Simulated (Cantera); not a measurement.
An isothermal, constant-pressure homogeneous reactor starts with CH4 : H2 = 1 : 1.8 (molar parts), at 1748 K and 10.00 Torr. Integrator tolerance rtol = 1e-08.

Model: GRI-Mech 3.0 (53 species, 325 reactions), integrated in Cantera. GRI-Mech 3.0 stops at C3 and has no aromatics, soot or wall deposition, so with more carbon than oxygen in the feed, carbon stays in small species such as C2H2 where larger ones or solid carbon would form. Radical loss at walls, strong at low pressure, is not modelled.

**Question.** What does this change do: CH4 1 to 0.14 parts?

**Answer.** 
```
quantity                                              before                                      after
-----------------  -----------------------------------------  -----------------------------------------
x(CH4) at 20.0 s   0.000416 (gas-phase equilibrium 0.000335)  0.000378 (gas-phase equilibrium 0.000198)
x(H2) at 20.0 s          0.866 (gas-phase equilibrium 0.866)        0.964 (gas-phase equilibrium 0.964)
x(CH2) at 20.0 s     4.14e-8 (gas-phase equilibrium 3.34e-8)    3.37e-8 (gas-phase equilibrium 1.78e-8)
x(C2H2) at 20.0 s        0.131 (gas-phase equilibrium 0.131)      0.0334 (gas-phase equilibrium 0.0335)
x(C2H4) at 20.0 s    5.10e-5 (gas-phase equilibrium 5.10e-5)    1.45e-5 (gas-phase equilibrium 1.45e-5)
x(H) at 20.0 s       0.00185 (gas-phase equilibrium 0.00186)    0.00195 (gas-phase equilibrium 0.00196)
```
